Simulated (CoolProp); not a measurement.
R142b along the isobar 4.38 MPa: density (kg/m³) from the reference equation and from simpler models built on Tc = 410.3 K, pc = 4.055 MPa, ω = 0.232; each cubic takes its own stable root.

Model: reference Helmholtz-energy equation of state, Lemmon 2006, in CoolProp. It is a short technical equation, of lower accuracy than the large ones.

```json
[
 {"T (K)": "165.7", "phase": "liquid", "reference": "1406"},
 {"T (K)": "196.1", "phase": "liquid", "reference": "1343"},
 {"T (K)": "226.5", "phase": "liquid", "reference": "1281"},
 {"T (K)": "257", "phase": "liquid", "reference": "1218"},
 {"T (K)": "287.4", "phase": "liquid", "reference": "1150"},
 {"T (K)": "317.8", "phase": "liquid", "reference": "1076"},
 {"T (K)": "348.3", "phase": "liquid", "reference": "990.5"},
 {"T (K)": "378.7", "phase": "liquid", "reference": "881.4"},
 {"T (K)": "409.1", "phase": "liquid", "reference": "673.4"},
 {"T (K)": "439.6", "phase": "supercritical", "reference": "195.5"},
 {"T (K)": "470", "phase": "supercritical", "reference": "154.2"}
]
```

### Question
How far does each simpler model (van der Waals, Redlich-Kwong, Soave-Redlich-Kwong, Peng-Robinson) lie from the reference over these 11 states: mean and median of the absolute difference, and the worst?

### Answer
- van der Waals: mean 31.9 %, median 38.3 %, worst -40.9 % at 165.7 K and 4.38 MPa
- Redlich-Kwong: mean 11.9 %, median 12.2 %, worst -22.7 % at 409.1 K and 4.38 MPa
- Soave-Redlich-Kwong: mean 10.4 %, median 10.1 %, worst -22.3 % at 409.1 K and 4.38 MPa
- Peng-Robinson: mean 2.8 %, median 1.7 %, worst -14.2 % at 409.1 K and 4.38 MPa
